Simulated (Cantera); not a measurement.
Charge: 1 mol SiCl4, 9.7 mol NH3, at 1125 °C and 0.000240 bar.

Method: chemical equilibrium by Gibbs-energy minimisation in Cantera with the NASA 1993 tables (ideal gas, pure condensed phases). Candidate condensed phases: NH4Cl, Si, Si3N4; 28 gas species. The tables' values for SiCl3 are old estimates; treat these amounts as uncertain. Rates play no part.

Base state: H2 0.619, N2 0.214, HCl 0.144, SiCl2 0.0223, SiCl3 0.000320, H 0.000241, Cl 4.62e-5, SiCl4 1.96e-5 (mole fractions); condensed: Si3N4(s).

**Question.** What changes in the equilibrium state with this change: temperature from 1125 °C to 477 °C?

**Answer.** 
```tsv
species	before	after
H2	0.619	0.607
N2	0.214	0.202
HCl	0.144	0.190
SiCl2	0.0223	<1e-9
SiCl4	1.96e-5	0.000773
H	0.000241	<1e-9
Cl	4.62e-5	<1e-9
SiCl3	0.000320	2.19e-8
Si3N4(s), mol	0.174	0.328
```
